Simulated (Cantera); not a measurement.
Charge: 1 mol Fe2O3, 2.2 mol CH4, 2.7 mol CO, equilibrated at 0.000170 bar.

Equilibrium computed with Cantera from the NASA thermochemical tables; the gas is ideal and each condensed phase is pure. Candidate condensed phases: C, C6H6, C7H8, C8H18, Fe, Fe(CO)5, FeO, Fe(OH)2, Fe(OH)3, Fe2O3, Fe3O4, H2O; 114 gas species. Equilibrium is a limit: real reactors are often held back by kinetics, nucleation or transport. All values below are at 2050 K.

Base state: CO 0.398, H2 0.275, Fe 0.168, H 0.0913, H2O 0.0495, CO2 0.0150, OH 0.00179, FeO 0.000677 (mole fractions); condensed: gas only.

Problem. What changes in the equilibrium state with this change: CH4 from 2.2 to 4.3 mol?

Solution. 
```json
[
 {"species": "H2", "before": "0.275", "after": "0.439"},
 {"species": "CO", "before": "0.398", "after": "0.330"},
 {"species": "Fe", "before": "0.168", "after": "0.116"},
 {"species": "H2O", "before": "0.0495", "after": "2.37e-9"},
 {"species": "CO2", "before": "0.0150", "after": "<1e-9"},
 {"species": "H", "before": "0.0913", "after": "0.115"},
 {"species": "OH", "before": "0.00179", "after": "<1e-9"},
 {"species": "FeO", "before": "0.000677", "after": "<1e-9"},
 {"species": "C2H2 (acetylene)", "before": "<1e-9", "after": "0.000466"},
 {"species": "C(graphite), mol", "before": "0", "after": "1.28"}
]
```
